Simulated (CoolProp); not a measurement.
Dry air at several states: density (kg/m³) from the reference equation and from simpler models built on Tc = -140.6 °C, pc = 3.786 MPa, ω = 0.034; each cubic takes its own stable root.

Values from CoolProp's reference Helmholtz-energy equation of state, Lemmon 2000. It is a pseudo-pure fit of the blend.

| T (°C) | p (MPa) | phase | reference |
|---|---|---|---|
| 350.75 | 8.73 | supercritical | 47.12 |
| 670.45 | 20.9 | supercritical | 72.06 |
| 227.95 | 15.6 | supercritical | 101.9 |

Q: How far does each simpler model (ideal gas, van der Waals, Peng-Robinson) lie from the reference over these 3 states: mean and median of the absolute difference, and the worst?

A: 
- ideal gas: mean 5.7 %, median 6.5 %, worst +7.1 % at 670.45 °C and 20.9 MPa
- van der Waals: mean 1.8 %, median 1.3 %, worst +2.9 % at 227.95 °C and 15.6 MPa
- Peng-Robinson: mean 1.2 %, median 1.3 %, worst +1.5 % at 227.95 °C and 15.6 MPa
